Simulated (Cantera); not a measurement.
A Cantera script and its output.

```python
import numpy as np
import cantera as ct

gas = ct.Solution("h2o2.yaml")


def delay(T, t_max=10):
    gas.TPX = T, 120000, {'H2': 1, 'O2': 0.658, 'N2': 2.47}
    reactor = ct.IdealGasConstPressureReactor(gas, clone=False)
    net = ct.ReactorNet([reactor])
    net.rtol, net.atol = 1e-8, 1e-16
    while net.time < t_max:
        t_old, T_old = net.time, reactor.T
        net.step()
        if reactor.T > T + 400:  # ignition: a rise of 400 K
            return t_old + (T + 400 - T_old) / (reactor.T - T_old) * (net.time - t_old)
    return np.nan


taus = []
for T in [1150, 1250, 1350, 1450, 1550, 1650, 1750]:
    taus.append(delay(T))
    print(f"T0 = {T:6g} K   tau = {taus[-1]:.4e} s")
```

Output:

```
T0 =   1150 K   tau = 5.3825e-05 s
T0 =   1250 K   tau = 3.1397e-05 s
T0 =   1350 K   tau = 2.1646e-05 s
T0 =   1450 K   tau = 1.6877e-05 s
T0 =   1550 K   tau = 1.4573e-05 s
T0 =   1650 K   tau = 1.3692e-05 s
T0 =   1750 K   tau = 1.3735e-05 s
```

Cantera simulation using the H2/O2 subset of GRI-Mech 3.0, which has no nitrogen chemistry; the numbers are that mechanism's predictions, not measurements. Where the delays flatten at high temperature, the 400 K rule measures the pace of heat release, not the induction time.
